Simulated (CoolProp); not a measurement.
Propylene along the isotherm 499.3 K: density (kg/m³) from the reference equation and from simpler models built on Tc = 364.2 K, pc = 45.55 bar, ω = 0.146; each cubic takes its own stable root.

Model: reference Helmholtz-energy equation of state, Lemmon 2013, in CoolProp.

```
p (bar)          phase  reference
-------  -------------  ---------
7.59               gas      7.853
15.2               gas      16.06
22.8               gas      24.60
30.4               gas      33.50
38                 gas      42.79
45.5               gas      52.34
53.1     supercritical      62.41
60.7     supercritical      72.90
68.3     supercritical      83.78
75.9     supercritical      95.06
83.5     supercritical      106.7
91.1     supercritical      118.6
98.7     supercritical      130.8
106      supercritical      142.6
114      supercritical      155.6
```

**Question.** How far does each simpler model (Redlich-Kwong, Soave-Redlich-Kwong) lie from the reference over these 15 states: mean and median of the absolute difference, and the worst?

**Answer.** 
- Redlich-Kwong: mean 1.5 %, median 1.7 %, worst +2.3 % at 499.3 K and 91.1 bar
- Soave-Redlich-Kwong: mean 2.3 %, median 1.9 %, worst -5.5 % at 499.3 K and 114 bar
